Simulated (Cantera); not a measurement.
Input: 1 mol Si, 0.0091 mol O2, 50 mol N2, held at 1750 °C and 1.00 Torr.

Method: chemical equilibrium by Gibbs-energy minimisation in Cantera with the NASA 1993 tables (ideal gas, pure condensed phases). Candidate condensed phases: Si, SiO2, Si2N2O, Si3N4; 16 gas species. The tables' values for SiN are old estimates; treat these amounts as uncertain. Rates play no part.

Base state: N2 0.981, Si 0.0187, SiO 0.000357, SiN 0.000167, Si2N 9.37e-5, Si2 8.96e-5 (mole fractions); condensed: gas only.

Task: What changes in the equilibrium state with this change: 0.056 mol CH4 added?

Result: 
```
species      before     after
-----------  ------  --------
N2            0.981     0.978
Si           0.0187    0.0176
H                 0   0.00182
H2                0   0.00123
Si2C              0  0.000533
CO                0  0.000242
HCN               0   8.08e-5
SiC(s), mol       0    0.0101
```
Further candidate phases: C, C6H6, C7H8, C8H18, H2O, SiC.

Task: What changes in the equilibrium state with this change: O2 from 0.0091 to 0.047 mol?

Result: 
| species | before | after |
|---|---|---|
| N2 | 0.981 | 0.981 |
| Si | 0.0187 | 0.0173 |
| SiO | 0.000357 | 0.00184 |
| Si2N | 9.37e-5 | 8.00e-5 |
| Si2 | 8.96e-5 | 7.65e-5 |

Task: What changes in the equilibrium state with this change: O2 from 0.0091 to 0.23 mol?

Result: 
```
species    before    after
-------  --------  -------
N2          0.981    0.980
Si         0.0187   0.0104
SiO      0.000357  0.00902
Si2N      9.37e-5  2.89e-5
Si2       8.96e-5  2.76e-5
SiN      0.000167  9.25e-5
```
